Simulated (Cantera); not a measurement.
A Cantera script and its output.

```python
import numpy as np
import cantera as ct

surf = ct.Interface("ptcombust.yaml", "Pt_surf")
gas = surf.adjacent["gas"]
gas.TPX = 300, 24000, {'H2': 0.033, 'O2': 0.063, 'N2': 0.79}
jet = ct.ImpingingJet(gas=gas, width=0.061, surface=surf)
jet.inlet.mdot, jet.inlet.T, jet.inlet.X = 0.048, 300, {'H2': 0.033, 'O2': 0.063, 'N2': 0.79}
jet.set_refine_criteria(ratio=10, slope=0.2, curve=0.3)
show, cover = ['H2', 'O2', 'H2O', 'OH'], ["PT(S)", "H(S)", "O(S)", "OH(S)", "CO(S)", "C(S)"]

rows = []
print(f"{'Ts/K':>7s}" + "".join(f"{s:>11s}" for s in show + cover) + "   (gas at the wall, coverages)")
for i, Ts in enumerate([700, 750, 800, 850, 900]):
    jet.surface.T = Ts
    if i == 0:
        surf.TP = Ts, 24000
        surf.coverages = "PT(S):0.5, O(S):0.5"
        surf.advance_coverages(1.0)
        jet.set_initial_guess(products="inlet")
    jet.solve(loglevel=0, auto=(i == 0))
    rows.append([*(jet.X[gas.species_index(s), -1] for s in show), *surf[cover].coverages])
    print(f"{Ts:7g}" + "".join(f"{x:11.3e}" for x in rows[-1]))
```

Output:

```
   Ts/K         H2         O2        H2O         OH      PT(S)       H(S)       O(S)      OH(S)      CO(S)       C(S)   (gas at the wall, coverages)
    700  1.099e-03  3.250e-02  6.927e-02  1.053e-10  6.589e-02  8.238e-09  9.279e-01  6.246e-03  1.645e-26  1.245e-29
    750  9.524e-04  3.247e-02  6.912e-02  6.556e-10  7.930e-02  1.683e-08  9.157e-01  4.940e-03  3.938e-19  3.963e-24
    800  7.111e-04  3.233e-02  6.920e-02  3.020e-09  1.097e-01  4.113e-08  8.860e-01  4.301e-03  7.268e-18 -2.949e-28
    850  5.184e-04  3.222e-02  6.923e-02  1.092e-08  1.566e-01  1.028e-07  8.395e-01  3.888e-03  4.590e-19  1.954e-23
    900  3.955e-04  3.218e-02  6.917e-02  3.317e-08  2.145e-01  2.349e-07  7.819e-01  3.503e-03  1.393e-16  1.115e-23
```

Cantera simulation using Deutschmann's 1995 Pt surface mechanism with GRI-Mech 3.0 gas chemistry; the numbers are that mechanism's predictions, not measurements. Catalytic surfaces can have several steady states; this one follows from the mechanism file's or the stated starting coverage.
